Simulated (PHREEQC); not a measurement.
1 kg of water holding 0.0032 mol/kgw Na2CO3, 0.0051 mol/kgw Na2SO4 and 0.0056 mol/kgw KCl is evaporated at 20 °C; the solids stay in contact with the brine. CO2 from the air is kept out. Only these solids could form: Arcanite, Burkeite, Glaserite, Halite, Kalicinite, Mirabilite, Misenite, Nahcolite, Natron, Sylvite, Thenardite, Trona.

Base run: PHREEQC, Pitzer model, pitzer.dat. Each further column changes one thing. The table gives pH.

```tsv
H2O removed (mol)	base	temperature from 20 to 25 °C	temperature from 20 to 50 °C
0	10.83	10.72	10.23
30.18	10.96	10.85	10.37
43.95	11.08	10.97	10.50
50.23	11.20	11.09	10.62
52.58	11.28	11.17	10.71
54.17	11.38	11.28	10.83
54.9	11.50	11.39	10.96
55.23	11.67	11.57	11.16
```

 Constants without temperature data keep their 25 °C values here.
